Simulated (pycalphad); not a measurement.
An equivalent pycalphad script:

```python
from pycalphad import Database, equilibrium, calculate, variables as v
import numpy as np
db = Database('COST507.tdb')
comps = ['SI', 'AL', 'VA']
phases = ['DIAMOND_A4', 'FCC_A1', 'LIQUID']
eq = equilibrium(db, comps, phases, {v.X('AL'): 0.196, v.T: np.arange(1850, 499, -25), v.P: 101325, v.N: 1}, output=['HM', 'SM'])
```

All values are pycalphad results on the COST 507 light-alloy database (1999) (1 atm), not direct measurements. The database dates from 1999; later assessments differ in places, in temperatures and in the compounds included. Amounts are mole fractions of atoms.

Results at three of the temperatures:

```
T = 1525.00 K, P = 101325 Pa, N = 1 mol of atoms
G = -68198 J/mol, H = 58095 J/mol, S = 82.82 J/(mol K)  (SER reference)
chemical potentials (J/mol): Si -58433, Al -108253
phase             fraction      x(Si)      x(Al)
LIQUID              0.6887     0.7155     0.2845
DIAMOND_A4          0.3113     0.9999   0.000104
```

```
T = 875.00 K, P = 101325 Pa, N = 1 mol of atoms
G = -26702 J/mol, H = 17523 J/mol, S = 50.54 J/(mol K)  (SER reference)
chemical potentials (J/mol): Si -24679, Al -35001
phase             fraction      x(Si)      x(Al)
DIAMOND_A4          0.7732     1.0000   1.32e-06
LIQUID              0.2268     0.1359     0.8641
```

```
T = 700.00 K, P = 101325 Pa, N = 1 mol of atoms
G = -18936 J/mol, H = 9602 J/mol, S = 40.77 J/(mol K)  (SER reference)
chemical potentials (J/mol): Si -17484, Al -24892
phase             fraction      x(Si)      x(Al)
DIAMOND_A4          0.8033     1.0000   2.92e-08
FCC_A1              0.1967     0.0035     0.9965
```

Changes of the phase set, refined by bisection:

| T (K) | phases above | phases below |
|---|---|---|
| 1584.2 | LIQUID | DIAMOND_A4 + LIQUID |
| 850.1 | DIAMOND_A4 + LIQUID | DIAMOND_A4 + FCC_A1 |

FCC_A1 is fcc; DIAMOND_A4 is diamond (Si).
